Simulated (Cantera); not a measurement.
Feed: 1 mol CH2F2, 5.7 mol H2, at 22.0 Pa.

Equilibrium computed with Cantera from the NASA thermochemical tables; the gas is ideal and each condensed phase is pure. Candidate condensed phases: C, C6H6, C7H8, C8H18; 95 gas species. Rates play no part.

x: gas mole fraction; n: condensed amount in mol.

```csv
T (K),x H2,x H,x HF,x C2H2 (acetylene),x F,x C3,x C2H,n C(graphite)
1725,0.731,0.0107,0.258,6.73e-5,4.26e-7,4.75e-11,6.20e-9,0.999
1825,0.718,0.0252,0.256,0.000154,1.70e-6,1.11e-9,5.26e-8,0.998
1925,0.693,0.0537,0.253,0.000317,5.86e-6,1.84e-8,3.53e-7,0.995
2025,0.649,0.105,0.246,0.000587,1.80e-5,2.31e-7,1.93e-6,0.990
2125,(withheld),(withheld),0.236,(withheld),(withheld),(withheld),(withheld),0.983
2225,(withheld),(withheld),0.220,(withheld),(withheld),(withheld),(withheld),0.973
2325,0.354,0.441,0.202,0.00173,0.000322,0.000120,0.000104,0.959
```

Q: Fill in the missing entries.

A: 
- 2125, x H2: 0.577
- 2125, x H: 0.186
- 2125, x C2H2 (acetylene): 0.000968
- 2125, x F: 5.03e-5
- 2125, x C3: 2.27e-6
- 2125, x C2H: 8.70e-6
- 2225, x H2: 0.477
- 2225, x H: 0.301
- 2225, x C2H2 (acetylene): 0.00140
- 2225, x F: 0.000130
- 2225, x C3: 1.81e-5
- 2225, x C2H: 3.28e-5
